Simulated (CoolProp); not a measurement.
Properties of cis-2-butene along the isobar 14.7 MPa (Tc = 162.6 °C, pc = 4.236 MPa, ω = 0.202).

Model: reference Helmholtz-energy equation of state, Lemmon 2005, in CoolProp. It is a short technical equation, of lower accuracy than the large ones.

```tsv
T (°C)	phase	density (kg/m³)	Joule-Thomson coefficient (K/MPa)	isothermal compressibility (1/MPa)	expansivity (1/kK)	fugacity coefficient
20.55	liquid	639.3	-0.3885	0.001751	1.577	0.02010
26.95	liquid	632.8	-0.3750	0.001863	1.607	0.02437
33.35	liquid	626.3	-0.3607	0.001986	1.638	0.02924
39.85	liquid	619.6	-0.3453	0.002121	1.672	0.03485
46.25	liquid	612.9	-0.3293	0.002265	1.708	0.04106
52.65	liquid	606.2	-0.3124	0.002423	1.746	0.04796
59.15	liquid	599.2	-0.2942	0.002598	1.788	0.05571
65.55	liquid	592.3	-0.2751	0.002787	1.832	0.06408
71.95	liquid	585.3	-0.2549	0.002994	1.880	0.07320
78.35	liquid	578.2	-0.2333	0.003222	1.930	0.08308
84.85	liquid	570.9	-0.2100	0.003477	1.986	0.09389
91.25	liquid	563.6	-0.1855	0.003755	2.044	0.1053
```
